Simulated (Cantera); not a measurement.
**Diamond growth**

A diamond (100) surface in a fixed gas of H2 with x(CH4) = 0.013, x(H) = 0.0019, x(CH3) = 0.00025, 11.3 Torr; coverages are run to steady state.

Computed with Cantera and the Harris–Goodwin 1993 mechanism for the reconstructed diamond (100) surface.

| T (K) | growth (µm/h) | θ c6HH | θ c6H* | θ c6*H | θ c6** | θ c6HM |
|---|---|---|---|---|---|---|
| 950 | 1.27 | 0.584 | 0.0128 | 0.303 | 0.00575 | 0.0724 |
| 1000 | 1.37 | 0.559 | 0.0170 | 0.348 | 0.00851 | 0.0490 |
| 1050 | 1.13 | 0.535 | 0.0219 | 0.393 | 0.0120 | 0.0261 |
| 1100 | 0.740 | 0.509 | 0.0272 | 0.431 | 0.0162 | 0.0107 |
| 1150 | 0.478 | 0.479 | 0.0325 | 0.461 | 0.0208 | 0.00379 |
| 1200 | 0.380 | 0.450 | 0.0377 | 0.483 | 0.0255 | 0.00129 |
| 1250 | 0.369 | 0.425 | 0.0429 | 0.500 | 0.0304 | 0.000448 |
| 1300 | 0.367 | 0.403 | 0.0480 | 0.512 | 0.0352 | 0.000156 |
| 1350 | 0.304 | 0.385 | 0.0529 | 0.521 | 0.0399 | 5.47e-5 |
| 1400 | 0.192 | 0.370 | 0.0576 | 0.527 | 0.0441 | 1.98e-5 |
θ: site fractions in the mechanism's names (c6HH fully hydrogenated, c6H* and c6*H radical sites, c6** diradical, c6HM methylated).
